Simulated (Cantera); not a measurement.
Low-pressure radical oxidation in H2/O2

An isothermal, constant-pressure homogeneous reactor starts with 5.98 % H₂, 90.6 % O₂, 3.44 % H₂O, at 1248 K and 180 Pa.

Model: the H2/O2 subset of GRI-Mech 3.0, which has no nitrogen chemistry, integrated in Cantera. Radical loss at walls, strong at low pressure, is not modelled. The temperature is held fixed by assumption; the heat of reaction is taken as removed at once.

```csv
t (s),x H₂,x O₂,x O,x H₂O₂,x OH,x H₂O
0.00100,0.0598,0.906,1.62e-8,8.12e-12,1.26e-8,0.0344
0.00239,0.0598,0.906,1.32e-7,4.59e-11,9.46e-8,0.0344
0.00572,0.0598,0.906,7.83e-6,2.58e-10,5.53e-6,0.0344
0.0137,0.0196,0.877,0.0196,4.33e-8,0.00806,0.0651
0.0327,0.00179,0.860,0.0367,2.08e-8,0.00564,0.0838
0.0782,0.00174,0.862,0.0356,2.08e-8,0.00556,0.0842
0.187,0.00164,0.865,0.0332,2.10e-8,0.00540,0.0852
0.447,0.00141,0.870,0.0281,2.12e-8,0.00502,0.0871
1.07,0.000995,0.881,0.0194,2.11e-8,0.00425,0.0903
2.56,0.000483,0.892,0.00918,1.90e-8,0.00298,0.0937
6.12,0.000146,0.899,0.00273,1.33e-8,0.00164,0.0958
14.6,3.27e-5,0.902,0.000610,7.03e-9,0.000779,0.0966
35.0,7.18e-6,0.903,0.000134,3.11e-9,0.000365,0.0969
83.6,1.80e-6,0.903,3.35e-5,1.29e-9,0.000183,0.0970
200,5.26e-7,0.903,9.80e-6,5.31e-10,9.90e-5,0.0971
```
x: mole fraction; the columns are a selection and need not sum to one.

Equilibrium at this temperature and pressure: H₂ 8.05e-8, O₂ 0.903, O 1.50e-6, H₂O₂ 1.42e-10, OH 3.87e-5, H₂O 0.0971 (gas phase only).
